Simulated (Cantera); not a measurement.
Input: 1 mol c-C4F8, 2 mol F2, equilibrated at 0.133 bar.

Method: chemical equilibrium by Gibbs-energy minimisation in Cantera with the NASA 1993 tables (ideal gas, pure condensed phases). Candidate condensed phases: C; 23 gas species. Ions and electrons are included (thermal ionisation). The feed counts by its element totals alone. Kinetics and transport are ignored.

At 4750 K, list the 4 most abundant gas species with their mole fractions, and the condensed phases.

F 0.755, C 0.221, CF 0.0130, C2 0.00943. Condensed: gas only.
